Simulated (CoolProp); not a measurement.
C3F8 (R218) along the isotherm 224.9 K: Z from the reference equation and from simpler models built on Tc = 345.0 K, pc = 2.640 MPa, ω = 0.317; each cubic takes its own stable root.

Values from CoolProp's reference Helmholtz-energy equation of state, Lemmon 2006. It is a short technical equation, of lower accuracy than the large ones.

| p (MPa) | phase | reference |
|---|---|---|
| 0.66 | liquid | 0.04003 |
| 1.32 | liquid | 0.07992 |
| 1.98 | liquid | 0.1197 |
| 2.64 | liquid | 0.1593 |
| 3.3 | liquid | 0.1989 |
| 3.96 | liquid | 0.2383 |
| 4.62 | liquid | 0.2776 |
| 5.28 | liquid | 0.3168 |
| 5.94 | liquid | 0.3559 |
| 6.6 | liquid | 0.3949 |

**Question.** How far does each simpler model (van der Waals, Redlich-Kwong, Soave-Redlich-Kwong, Peng-Robinson) lie from the reference over these 10 states: mean and median of the absolute difference, and the worst?

**Answer.** 
- van der Waals: mean 57.2 %, median 56.9 %, worst +60.7 % at 224.9 K and 0.66 MPa
- Redlich-Kwong: mean 8.9 %, median 8.8 %, worst +10.0 % at 224.9 K and 0.66 MPa
- Soave-Redlich-Kwong: mean 4.8 %, median 4.8 %, worst +5.2 % at 224.9 K and 0.66 MPa
- Peng-Robinson: mean 7.1 %, median 7.1 %, worst -7.3 % at 224.9 K and 6.6 MPa
